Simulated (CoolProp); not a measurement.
Vapour-liquid equilibrium of carbon dioxide (1) + neopentane (2) at -10.45 °C; x and y are mole fractions of (1).

Computed with CoolProp (multi-fluid Helmholtz-energy mixture model, Span 1996 and Lemmon 2006; pair parameters Bell 2016).

```csv
x,"bubble pressure, mixture model (kPa)","bubble pressure, Raoult's law (kPa)","y, mixture model","y, Raoult's law"
0.05,222.3,174.7,…,0.748
0.15,585.3,431.6,0.920,0.909
0.25,…,688.4,0.949,0.950
0.35,1211,945.3,0.962,0.968
0.45,1441,1202,0.969,0.979
0.55,1628,1459,0.973,0.986
0.65,1797,1716,0.977,0.991
0.75,1974,1973,0.982,0.994
0.85,2187,2230,0.987,0.997
0.95,2455,2486,…,0.999
```

**Question.** What belongs in the gaps?

**Answer.** 
- 0.05, y, mixture model: 0.791
- 0.25, bubble pressure, mixture model (kPa): 924.3
- 0.95, y, mixture model: 0.995

The largest gap from Raoult's law is +35.6 % in bubble pressure, at x = 0.15. No azeotrope shows between x = 0.05 and 0.95.

Pair parameters are fitted to limited data, so mixtures are less certain than the pure fluids. The gap from Raoult's law changes sign with composition, which may be real or a fault of the pair parameters; it wasn't checked against measurements.
